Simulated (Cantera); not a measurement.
## Equilibrium for silicon oxide and oxynitride deposition: Si2H6 + NO + N2

Input: 1 mol Si2H6, 7.9 mol NO, a varied amount of N2, equilibrated at 1123 K and 0.100 bar.

Method: chemical equilibrium by Gibbs-energy minimisation in Cantera with the NASA 1993 tables (ideal gas, pure condensed phases). Candidate condensed phases: H2O, Si, SiO2, Si2N2O, Si3N4; 35 gas species. The feed counts by its element totals alone. Rates play no part.

From 1.8 mol N2 to 52 mol N2 the condensed part is SiO2(β-quartz).

| n(N2) (mol) | x N2 | x H2O | x O2 | x NO | x OH | x NO2 | x H2 | n SiO2(β-quartz) |
|---|---|---|---|---|---|---|---|---|
| 1.8 | 0.625 | 0.326 | 0.0489 | 4.48e-5 | 2.18e-6 | 1.72e-7 | 1.07e-8 | 2.00 |
| 2.5 | 0.651 | 0.303 | 0.0454 | 4.41e-5 | 2.07e-6 | 1.64e-7 | 1.03e-8 | 2.00 |
| 3.4 | 0.681 | 0.278 | 0.0416 | 4.32e-5 | 1.94e-6 | 1.53e-7 | 9.90e-9 | 2.00 |
| 4.6 | 0.712 | 0.250 | 0.0375 | 4.19e-5 | 1.79e-6 | 1.41e-7 | 9.39e-9 | 2.00 |
| 6.2 | 0.746 | 0.221 | 0.0331 | 4.03e-5 | 1.63e-6 | 1.27e-7 | 8.82e-9 | 2.00 |
| 8.4 | 0.782 | 0.190 | 0.0285 | 3.82e-5 | 1.45e-6 | 1.12e-7 | 8.18e-9 | 2.00 |
| 11 | 0.812 | 0.163 | 0.0244 | 3.61e-5 | 1.30e-6 | 9.82e-8 | 7.58e-9 | 2.00 |
| 15 | 0.846 | 0.134 | 0.0201 | 3.34e-5 | 1.12e-6 | 8.23e-8 | 6.87e-9 | 2.00 |
| 21 | 0.879 | 0.106 | 0.0158 | 3.02e-5 | 9.37e-7 | 6.62e-8 | 6.10e-9 | 2.00 |
| 28 | 0.903 | 0.0847 | 0.0127 | 2.75e-5 | 7.94e-7 | 5.38e-8 | 5.47e-9 | 2.00 |
| 38 | 0.924 | 0.0661 | 0.00990 | 2.45e-5 | 6.59e-7 | 4.24e-8 | 4.83e-9 | 2.00 |
| 52 | 0.942 | 0.0505 | 0.00756 | 2.16e-5 | 5.39e-7 | 3.27e-8 | 4.22e-9 | 2.00 |
x: gas mole fraction; n: condensed amount in mol.
